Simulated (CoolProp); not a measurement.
Ethanol along the isobar 0.101 MPa: fugacity coefficient from the reference equation and from simpler models built on Tc = 241.6 °C, pc = 6.268 MPa, ω = 0.644; each cubic takes its own stable root.

Values from CoolProp's reference Helmholtz-energy equation of state, Schroeder 2014.

```
T (°C)   phase  reference
------  ------  ---------
23.25   liquid    0.07032
39.75   liquid     0.1734
56.25   liquid     0.3843
72.75   liquid     0.7773
89.25      gas     0.9730
105.75     gas     0.9784
122.25     gas     0.9825
138.75     gas     0.9857
155.35     gas     0.9883
```

Question: How far does each simpler model (van der Waals, Soave-Redlich-Kwong) lie from the reference over these 9 states: mean and median of the absolute difference, and the worst?

Answer: 
- van der Waals: mean 217.2 %, median 1.7 %, worst +1297.9 % at 23.25 °C and 0.101 MPa
- Soave-Redlich-Kwong: mean 1.8 %, median 0.8 %, worst -8.5 % at 23.25 °C and 0.101 MPa

At some of these states van der Waals gives the other phase, because its saturation line lies elsewhere.
